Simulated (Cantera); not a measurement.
Feed: 1 mol SiO2, 5.4 mol C, 2.8 mol CO, equilibrated at 1648 K and 32.0 Pa.

These are equilibrium values from Cantera (NASA tables, ideal gas, pure condensed phases), not measurements of a reactor. Candidate condensed phases: C, Si, SiC, SiO2; 20 gas species. Equilibrium is a limit: real reactors are often held back by kinetics, nucleation or transport.

Base state: CO 0.997, SiO 0.00343 (mole fractions); condensed: C(graphite) + SiC(s).

### Question
What changes in the equilibrium state with this change: temperature from 1648 K to 2598.15 K?

### Answer
```tsv
species	before	after
CO	0.997	0.820
Si	9.93e-6	0.127
SiC2	5.47e-8	0.0431
C3	<1e-9	0.00674
C	<1e-9	0.00190
C(graphite), mol	2.43	2.76
SiC(s), mol	0.983	0
```
